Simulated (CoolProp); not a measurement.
Computed with CoolProp (reference Helmholtz-energy equation of state, Platzer 1990). This equation is an older, rougher fit.

Q: For c-C4F8 (RC318), give the phase and the isothermal compressibility (1/MPa), conductivity (mW/(m K)) at 428 K and 1.13 MPa; 428 K and 1.39 MPa.

A: 
- 428 K and 1.13 MPa: gas; isothermal compressibility 0.991, conductivity 22.1
- 428 K and 1.39 MPa: gas; isothermal compressibility 0.833, conductivity 22.4

Thermal conductivity comes from a separate model (Huber 2003), an estimate that may be off by 10 % or more.
